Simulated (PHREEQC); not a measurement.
Dissolve 1 mol NaOH and 0.6 mol NaHCO3 per kg of water at 25 °C. Closed to the air; pH follows from the charge balance.

All values are PHREEQC results (Pitzer model, pitzer.dat), not measurements.

**Question.** The ionic strength comes out as 2.20 mol/kgw. What activity coefficients do CO3-2, HCO3-, OH-, Na+ get?

**Answer.** CO3-2 0.077, HCO3- 0.43, OH- 0.69, Na+ 0.51. Single-ion values are on the MacInnes scale.

This is a speciation only: nothing precipitates in the calculation. Complexes and solids missing from the database can't appear. In brines, pH and single-ion activities rest on the MacInnes convention.
